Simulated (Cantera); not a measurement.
A closed system holds: 1 mol Si3N4, 0.068 mol H2, equilibrated at 2425 K and 10000 Pa.

Method: chemical equilibrium by Gibbs-energy minimisation in Cantera with the NASA 1993 tables (ideal gas, pure condensed phases). Candidate condensed phases: Si, Si3N4; 18 gas species. The tables' values for SiN are old estimates; treat these amounts as uncertain. Gases not in the tables: Si2H6 and higher silanes. The numbers say what is thermodynamically allowed, not how fast it happens.

Q: What is the equilibrium state?

A: 
```
Property       Result
----------  ---------
x(N2)           0.934
x(H2)          0.0269
x(Si)          0.0266
x(H)          0.00929
x(SiN)       0.000921
x(Si2N)      0.000859
x(Si2)       0.000634
x(SiH)       0.000410
x(Si3)       0.000113
n(Si(l))     2.93 mol
gas amount  2.139 mol
```
